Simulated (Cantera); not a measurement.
**Equilibrium for aluminium and copper etching: Cu + F₂ + N₂**

Input: 1 mol Cu, 2.8 mol F₂, 0.52 mol N₂, equilibrated at 0.860 bar.

Equilibrium computed with Cantera from the NASA thermochemical tables; the gas is ideal and each condensed phase is pure. Candidate condensed phases: Cu, CuF₂; 11 gas species. The numbers say what is thermodynamically allowed, not how fast it happens.

From 700 K to 975 K the condensed part is CuF₂(s).

```
T (K)  x NF₃   x F₂     x N₂       x F    x NF₂  n CuF₂(s)
-----  -----  -----  -------  --------  -------  ---------
700    0.808  0.190  0.00113  0.000677  4.12e-8       1.00
725    0.796  0.199  0.00453   0.00112  1.06e-7       1.00
750    0.765  0.221   0.0130   0.00186  2.40e-7       1.00
775    0.712  0.258   0.0274   0.00306  4.86e-7       1.00
800    0.641  0.307   0.0467   0.00497  8.93e-7       1.00
825    0.558  0.365   0.0693   0.00786  1.51e-6       1.00
850    0.468  0.426   0.0936    0.0121  2.38e-6       1.00
875    0.378  0.486    0.118    0.0180  3.49e-6       1.00
900    0.294  0.540    0.140    0.0259  4.83e-6      1.000
925    0.221  0.584    0.159    0.0362  6.30e-6      1.000
950    0.160  0.616    0.174    0.0493  7.82e-6      1.000
975    0.114  0.635    0.185    0.0654  9.31e-6      1.000
```
x: gas mole fraction; n: condensed amount in mol.
